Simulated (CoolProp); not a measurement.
A single-stage vapour-compression cycle with R134a: evaporating at 300.15 K (dew point), condensing at 335.15 K (bubble point), superheat 8 K, subcooling 5 K, compressor efficiency 0.9, no pressure losses. Each further row changes one setting.

Computed with CoolProp (reference Helmholtz-energy equation of state, Tillner-Roth 1994).

```tsv
case	cooling COP	pressure ratio	discharge temperature (K)	refrigerating effect (kJ/kg)	volumetric capacity (kJ/m³)
as stated	…	2.50	347.5	139	4550
evaporating temperature 305.15 K	7.74	2.16	…	142	5370
condensing temperature 330.15 K	…	…	341.9	147	4810
subcooling 10 K	6.74	2.50	347.5	147	4810
superheat 18 K	…	2.50	356.8	…	4630
compressor efficiency 0.8	…	2.50	349.7	139	4550
```

Question: Fill in the missing entries.

Answer: 
- as stated, cooling COP: 6.37
- evaporating temperature 305.15 K, discharge temperature (K): 346.8
- condensing temperature 330.15 K, cooling COP: 7.72
- condensing temperature 330.15 K, pressure ratio: 2.22
- superheat 18 K, cooling COP: 6.44
- superheat 18 K, refrigerating effect (kJ/kg): 149
- compressor efficiency 0.8, cooling COP: 5.66
